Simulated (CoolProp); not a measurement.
Computed with CoolProp (reference Helmholtz-energy equation of state, Thol 2019).

Question: Give the vapour pressure (MPa), liquid density (kg/m³), vapour density (kg/m³), enthalpy of vaporisation (kJ/kg) of saturated dodecamethylpentasiloxane (MD3M) at 418.1, 455.6, 465 K.

Answer: 
```
T (K)  p (MPa)  liquid density (kg/m³)  vapour density (kg/m³)  enthalpy of vaporisation (kJ/kg)
-----  -------  ----------------------  ----------------------  --------------------------------
418.1  0.00836                     751                   0.943                               139
455.6   0.0293                     711                    3.12                               127
465     0.0385                     700                    4.05                               124
```
